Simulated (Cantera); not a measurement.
Charge: 1 mol Ta2O5, 1200 mol H2, equilibrated at 65.0 mbar.

Equilibrium computed with Cantera from the NASA thermochemical tables; the gas is ideal and each condensed phase is pure. Candidate condensed phases: H2O, Ta, Ta2O5; 12 gas species. Mutual solubility and eutectic melting of coexisting phases are not modelled. Condensed phases not in the tables: N, O or C dissolved in the metal. The numbers say what is thermodynamically allowed, not how fast it happens.

Over these rows the condensed part is Ta(s) + Ta2O5(s). Partial pressures as log10 of bar:

```
T (K)  1000/T (1/K)  log p H2O  log p H2
-----  ------------  ---------  --------
1275         0.7843      -6.15     -1.19
1425         0.7018      -5.49     -1.19
1575         0.6349      -4.97     -1.19
1725         0.5797          ?     -1.19
1875         0.5333      -4.18     -1.19
2025         0.4938      -3.88     -1.19
```

Q: Fit log p(H2O) = a + b·(1000/T) to the five rows, give the apparent enthalpy, and predict the row at 1725 K.

A: Means: 1000/T = 0.6296, log p = -4.934. Sxy = -0.444193, Sxx = 0.0568883, so b = -7.81 and a = -4.934 − (-7.81)×0.6296 = -0.02.
Apparent enthalpy: −19.145 × (-7.81) = 150 kJ/mol. With the condensed phases at unit activity, 1/5 Ta2O5(s) + H2(g) = H2O(g) + 2/5 Ta(s) links this pressure to the main gases: over the six rows their terms move log p by +0.00 in all, so the slope is close to that reaction's ΔH°. The five rows lie within 0.01 of the line.
Prediction at 1725 K: -0.02 + (-7.81)×0.5797 = -4.55. The computed value is -4.54, 0.01 from the line.
